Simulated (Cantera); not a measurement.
An isothermal, constant-pressure homogeneous reactor starts with CO : O2 : H2O : N2 = 0.0015 : 0.03 : 0.00051 : 1 (molar parts), at 950 K and 0.250 bar.

Detailed kinetics in Cantera: GRI-Mech 3.0 (53 species, 325 reactions).

x: mole fraction; the columns are a selection and need not sum to one.

```csv
t (s),x CO,x O2,x H2O,x N2O,x H2O2,x O,x NO
1.00e-6,0.00145,0.0291,0.000494,<1e-12,<1e-12,<1e-12,<1e-12
3.16e-6,0.00145,0.0291,0.000494,<1e-12,<1e-12,<1e-12,<1e-12
1.00e-5,0.00145,0.0291,0.000494,<1e-12,<1e-12,<1e-12,<1e-12
3.16e-5,0.00145,0.0291,0.000494,<1e-12,<1e-12,<1e-12,<1e-12
0.000100,0.00145,0.0291,0.000494,<1e-12,<1e-12,<1e-12,<1e-12
0.000316,0.00145,0.0291,0.000494,<1e-12,<1e-12,1.07e-12,<1e-12
0.00100,0.00145,0.0291,0.000494,<1e-12,<1e-12,3.37e-12,<1e-12
0.00316,0.00145,0.0291,0.000494,<1e-12,<1e-12,1.06e-11,<1e-12
0.0100,0.00145,0.0291,0.000494,<1e-12,<1e-12,3.38e-11,<1e-12
0.0316,0.00145,0.0291,0.000494,<1e-12,<1e-12,1.13e-10,<1e-12
0.100,0.00145,0.0291,0.000494,<1e-12,<1e-12,4.56e-10,<1e-12
0.316,0.00145,0.0291,0.000494,2.44e-12,<1e-12,4.24e-9,<1e-12
1.00,0.00141,0.0290,0.000493,?,1.48e-8,7.46e-6,4.13e-12
3.16,0.000546,0.0286,0.000493,?,1.16e-8,4.28e-6,6.58e-10
10.0,0.000105,0.0284,0.000494,?,4.23e-9,8.39e-7,1.81e-9
```

Question: Fill in the missing entries.

Answer: 
- 1.00, x N2O: 4.19e-9
- 3.16, x N2O: 8.13e-8
- 10.0, x N2O: 1.37e-7
